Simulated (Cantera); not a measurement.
Feed: 1 mol Si2Cl6, 0.18 mol HCl, 370 mol H2, equilibrated at 1100 K and 59.3 Torr.

Equilibrium computed with Cantera from the NASA thermochemical tables; the gas is ideal and each condensed phase is pure. Candidate condensed phases: Si; 19 gas species. The feed counts by its element totals alone. The tables' values for SiCl3 are old estimates; treat these amounts as uncertain. Rates play no part.

Base state: H2 0.986, HCl 0.0124, SiHCl3 0.000485, SiCl4 0.000414, SiCl2 0.000318, SiCl3 9.72e-5, SiH2Cl2 6.82e-5 (mole fractions); condensed: Si(s).

Task: What changes in the equilibrium state with this change: Si2Cl6 replaced by SiH2Cl2?

Result: 
```
species       before    after
----------  --------  -------
H2             0.986    0.994
HCl           0.0124  0.00549
SiCl2       0.000318  6.18e-5
SiHCl3      0.000485  4.18e-5
SiCl4       0.000414  1.57e-5
SiCl3        9.72e-5  8.34e-6
SiH2Cl2      6.82e-5  1.34e-5
Si(s), mol      1.48    0.947
```
